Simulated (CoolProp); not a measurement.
Properties of chloromethane (R40) along the isobar 3.45 MPa.

Model: reference Helmholtz-energy equation of state, Thol 2014, in CoolProp.

```json
[
 {"T (°C)": "61.25", "phase": "liquid", "density (kg/m³)": "839.4", "cv (kJ/(kg K))": "0.9597", "speed of sound (m/s)": "707.5", "Joule-Thomson coefficient (K/MPa)": "-0.02687", "expansivity (1/kK)": "2.874"},
 {"T (°C)": "75.45", "phase": "liquid", "density (kg/m³)": "803.2", "cv (kJ/(kg K))": "0.9661", "speed of sound (m/s)": "634.4", "Joule-Thomson coefficient (K/MPa)": "0.1209", "expansivity (1/kK)": "3.374"},
 {"T (°C)": "89.65", "phase": "liquid", "density (kg/m³)": "761.6", "cv (kJ/(kg K))": "0.9791", "speed of sound (m/s)": "553.1", "Joule-Thomson coefficient (K/MPa)": "0.3515", "expansivity (1/kK)": "4.201"},
 {"T (°C)": "118.05", "phase": "gas", "density (kg/m³)": "74.69", "cv (kJ/(kg K))": "0.9562", "speed of sound (m/s)": "226.5", "Joule-Thomson coefficient (K/MPa)": "15.96", "expansivity (1/kK)": "7.498"},
 {"T (°C)": "132.25", "phase": "gas", "density (kg/m³)": "67.98", "cv (kJ/(kg K))": "0.9325", "speed of sound (m/s)": "238.7", "Joule-Thomson coefficient (K/MPa)": "14.20", "expansivity (1/kK)": "5.925"},
 {"T (°C)": "146.45", "phase": "gas", "density (kg/m³)": "62.94", "cv (kJ/(kg K))": "0.9233", "speed of sound (m/s)": "248.9", "Joule-Thomson coefficient (K/MPa)": "12.74", "expansivity (1/kK)": "4.984"},
 {"T (°C)": "160.65", "phase": "gas", "density (kg/m³)": "58.92", "cv (kJ/(kg K))": "0.9224", "speed of sound (m/s)": "257.8", "Joule-Thomson coefficient (K/MPa)": "11.51", "expansivity (1/kK)": "4.349"},
 {"T (°C)": "174.85", "phase": "gas", "density (kg/m³)": "55.59", "cv (kJ/(kg K))": "0.9266", "speed of sound (m/s)": "265.9", "Joule-Thomson coefficient (K/MPa)": "10.46", "expansivity (1/kK)": "3.886"}
]
```
